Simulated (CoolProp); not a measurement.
Vapour-liquid equilibrium of carbon dioxide (1) + CH3F (R41) (2) at -45.35 °C; x and y are mole fractions of (1).

Computed with CoolProp (multi-fluid Helmholtz-energy mixture model, Span 1996 and Lemmon 2006; pair parameters Bell 2016).

| x | bubble pressure, mixture model (kPa) | bubble pressure, Raoult's law (kPa) | y, mixture model | y, Raoult's law |
|---|---|---|---|---|
| 0.05 | 485.1 | 485.9 | 0.079 | 0.084 |
| 0.2 | 533.4 | 538.8 | 0.285 | 0.305 |
| 0.35 | 580.8 | 591.6 | 0.460 | 0.486 |
| 0.5 | 629.7 | 644.5 | 0.614 | 0.637 |
| 0.65 | 682.0 | 697.3 | 0.751 | 0.765 |
| 0.8 | 738.6 | 750.2 | 0.871 | 0.875 |
| 0.95 | 799.6 | 803.0 | 0.971 | 0.971 |

The largest gap from Raoult's law is -2.3 % in bubble pressure, at x = 0.5. No azeotrope shows between x = 0.05 and 0.95.

Pair parameters are fitted to limited data, so mixtures are less certain than the pure fluids.
